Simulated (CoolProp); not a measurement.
Vapour pressure (kPa) of dimethyl carbonate: the reference equation beside estimates from Tc = 557.0 K, pc = 4909 kPa, ω = 0.346. Clausius-Clapeyron is anchored at 447.6 K with a constant enthalpy of vaporisation of 27.71 kJ/mol.

Values from CoolProp's reference Helmholtz-energy equation of state, Zhou 2011.

```json
[
 {"T (K)": "324.7", "reference": "24.83", "Lee-Kesler": "23.51", "Clausius-Clapeyron": "49.90", "van der Waals": "360.3", "Redlich-Kwong": "[?]", "Soave-Redlich-Kwong": "23.80", "Peng-Robinson": "24.66"},
 {"T (K)": "355.4", "reference": "[?]", "Lee-Kesler": "76.44", "Clausius-Clapeyron": "121.1", "van der Waals": "602.8", "Redlich-Kwong": "186.4", "Soave-Redlich-Kwong": "[?]", "Peng-Robinson": "77.79"},
 {"T (K)": "386.1", "reference": "199.5", "Lee-Kesler": "199.1", "Clausius-Clapeyron": "255.3", "van der Waals": "935.9", "Redlich-Kwong": "395.0", "Soave-Redlich-Kwong": "198.9", "Peng-Robinson": "198.9"},
 {"T (K)": "416.8", "reference": "433.0", "Lee-Kesler": "438.6", "Clausius-Clapeyron": "482.2", "van der Waals": "1371", "Redlich-Kwong": "735.7", "Soave-Redlich-Kwong": "438.8", "Peng-Robinson": "435.0"},
 {"T (K)": "447.6", "reference": "836.0", "Lee-Kesler": "853.4", "Clausius-Clapeyron": "836.0", "van der Waals": "1921", "Redlich-Kwong": "[?]", "Soave-Redlich-Kwong": "857.8", "Peng-Robinson": "846.8"},
 {"T (K)": "478.3", "reference": "1473", "Lee-Kesler": "1506", "Clausius-Clapeyron": "1348", "van der Waals": "2591", "Redlich-Kwong": "1957", "Soave-Redlich-Kwong": "1523", "Peng-Robinson": "1502"},
 {"T (K)": "509", "reference": "2429", "Lee-Kesler": "2476", "Clausius-Clapeyron": "[?]", "van der Waals": "3389", "Redlich-Kwong": "2900", "Soave-Redlich-Kwong": "2512", "Peng-Robinson": "[?]"},
 {"T (K)": "539.7", "reference": "3828", "Lee-Kesler": "3874", "Clausius-Clapeyron": "2979", "van der Waals": "4321", "Redlich-Kwong": "4105", "Soave-Redlich-Kwong": "3908", "Peng-Robinson": "3890"}
]
```

**Question.** Fill in the missing entries.

**Answer.** 
- 324.7, Redlich-Kwong: 73.76
- 355.4, reference: 78.36
- 355.4, Soave-Redlich-Kwong: 76.71
- 447.6, Redlich-Kwong: 1246
- 509, Clausius-Clapeyron: 2053
- 509, Peng-Robinson: 2485

Absolute difference from the reference over all 8 rows, mean and median: Lee-Kesler 2.1 and 2.0 %, Clausius-Clapeyron 30.1 and 18.8 %, van der Waals 358.0 and 173.2 %, Redlich-Kwong 76.4 and 59.5 %, Soave-Redlich-Kwong 2.4 and 2.4 %, Peng-Robinson 1.2 and 1.0 %.
